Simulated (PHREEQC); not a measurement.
A solution holds 0.1 mol CdSO4, 0.0054 mol NaOH and 0.12 mol MnSO4 per kg of water, at 75 °C. Closed to the air; pH follows from the charge balance.

Equilibrium calculation in PHREEQC: ion-association model, wateq4f.dat.

Precipitation was switched off in this run.

### Question
What pH, ionic strength does the model give?

### Answer
pH 8.05; ionic strength 0.361 mol/kgw.

### Question
In which forms is Na present?

### Answer
Na+ 91 %, NaSO4- 8.6 % of the Na.

Species that the database lacks are ignored. At this temperature some constants are extrapolated from 25 °C, and those without enthalpy data are left unchanged.
